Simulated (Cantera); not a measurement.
**Premixed flame**

A freely propagating, adiabatic, planar premixed flame of 8.59 % CH4, 17.5 % O2, 65.9 % N2, 7.30 % H2O, 0.679 % H2, unburnt at 548 K and 0.829 atm; mixture-averaged transport, grid criteria slope 0.08 and curve 0.16, no radiation.

Cantera simulation using GRI-Mech 3.0 (53 species, 325 reactions); the numbers are that mechanism's predictions, not measurements. Burning velocities carry a grid error of a few per cent, more on coarse grids.

```json
[
 {"z (mm)": "-1.42", "T (K)": "548", "u (m/s)": "0.937", "x CH4": "0.0858", "x O2": "0.175", "x H2O": "0.0730", "x H": "<1e-8", "x CH2CO": "<1e-8", "x CH3": "1.12e-8"},
 {"z (mm)": "-0.950", "T (K)": "550", "u (m/s)": "0.940", "x CH4": "0.0856", "x O2": "0.175", "x H2O": "0.0732", "x H": "<1e-8", "x CH2CO": "<1e-8", "x CH3": "1.30e-7"},
 {"z (mm)": "-0.712", "T (K)": "556", "u (m/s)": "0.953", "x CH4": "0.0850", "x O2": "0.174", "x H2O": "0.0740", "x H": "<1e-8", "x CH2CO": "4.87e-8", "x CH3": "6.71e-7"},
 {"z (mm)": "-0.475", "T (K)": "603", "u (m/s)": "1.04", "x CH4": "0.0818", "x O2": "0.171", "x H2O": "0.0799", "x H": "1.52e-7", "x CH2CO": "7.74e-7", "x CH3": "6.36e-6"},
 {"z (mm)": "-0.237", "T (K)": "946", "u (m/s)": "1.65", "x CH4": "0.0604", "x O2": "0.143", "x H2O": "0.117", "x H": "7.83e-5", "x CH2CO": "2.08e-5", "x CH3": "0.000258"},
 {"z (mm)": "-0.119", "T (K)": "1334", "u (m/s)": "2.35", "x CH4": "0.0342", "x O2": "0.106", "x H2O": "0.157", "x H": "0.000642", "x CH2CO": "7.84e-5", "x CH3": "0.00156"},
 {"z (mm)": "0", "T (K)": "1705", "u (m/s)": "3.02", "x CH4": "0.00824", "x O2": "0.0597", "x H2O": "0.197", "x H": "0.00310", "x CH2CO": "9.26e-5", "x CH3": "0.00192"},
 {"z (mm)": "0.119", "T (K)": "1859", "u (m/s)": "3.29", "x CH4": "0.000576", "x O2": "0.0330", "x H2O": "0.215", "x H": "0.00618", "x CH2CO": "1.39e-5", "x CH3": "0.000236"},
 {"z (mm)": "0.237", "T (K)": "1905", "u (m/s)": "3.36", "x CH4": "1.99e-5", "x O2": "0.0240", "x H2O": "0.219", "x H": "0.00732", "x CH2CO": "5.28e-7", "x CH3": "9.22e-6"},
 {"z (mm)": "0.475", "T (K)": "1959", "u (m/s)": "3.43", "x CH4": "2.66e-8", "x O2": "0.0192", "x H2O": "0.220", "x H": "0.00692", "x CH2CO": "<1e-8", "x CH3": "1.42e-8"},
 {"z (mm)": "0.950", "T (K)": "2024", "u (m/s)": "3.53", "x CH4": "<1e-8", "x O2": "0.0162", "x H2O": "0.224", "x H": "0.00524", "x CH2CO": "<1e-8", "x CH3": "<1e-8"},
 {"z (mm)": "1.90", "T (K)": "2095", "u (m/s)": "3.64", "x CH4": "<1e-8", "x O2": "0.0133", "x H2O": "0.230", "x H": "0.00333", "x CH2CO": "<1e-8", "x CH3": "<1e-8"},
 {"z (mm)": "3.80", "T (K)": "2159", "u (m/s)": "3.73", "x CH4": "<1e-8", "x O2": "0.0105", "x H2O": "0.236", "x H": "0.00191", "x CH2CO": "<1e-8", "x CH3": "<1e-8"}
]
```
x: mole fraction of selected species; z is measured from the peak of heat release.

laminar burning velocity: 93.6 cm/s
thermal thickness: 0.475 mm
peak x(H): 0.00739
peak x(CH2CO): 0.000109
peak x(CH3): 0.00234
grid points: 153
